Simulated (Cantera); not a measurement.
A closed system holds: 1 mol Si, 7 mol NF₃, 11 mol N₂, held at 1.10 mbar.

Cantera equilibrium calculation (NASA polynomials, part measured and part estimated; ideal gas, pure solids and liquids). Candidate condensed phases: Si, Si₃N₄; 16 gas species. Rates play no part.

Q: At 648 K, list the 5 most abundant gas species with their mole fractions, and the condensed phases.

A: N₂ 0.617, F₂ 0.186, NF₃ 0.143, SiF₄ 0.0475, F 0.00610. Condensed: gas only.
